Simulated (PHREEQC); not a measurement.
**Copper plating or etch bath: speciation**

Make-up at 25 °C: 9.8 mmol/kgw Cu(NO3)2, 130 mmol/kgw H2SO4 and 0.31 mmol/kgw KCl. Closed to the air; pH follows from the charge balance.

The numbers come from PHREEQC with the ion-association model, wateq4f.dat.

Precipitation was switched off in this run.

Question: What pH, ionic strength does the model give?

Answer: pH 0.91; ionic strength 0.198 mol/kgw.

Question: In which forms is K present?

Answer: K+ 96 %, KSO4- 4.1 % of the K.

Complexes and solids missing from the database can't appear.
